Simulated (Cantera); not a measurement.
Charge: 1 mol Si, 5.5 mol HCl, 0.48 mol H₂, at 875 K and 1.40 bar.

Cantera equilibrium calculation (NASA polynomials, part measured and part estimated; ideal gas, pure solids and liquids). Candidate condensed phases: Si; 19 gas species. Kinetics and transport are ignored.

Question: What is the equilibrium state?

Answer: 
```json
{
 "x(H₂)": "0.497",
 "x(HCl)": "0.302",
 "x(SiCl₄)": "0.200",
 "x(SiHCl₃)": "0.000721",
 "x(SiCl₃)": "2.39e-6",
 "gas_amount": "4.980 mol",
 "log10 activity of Si(s) (absent)": "-8.15"
}
```
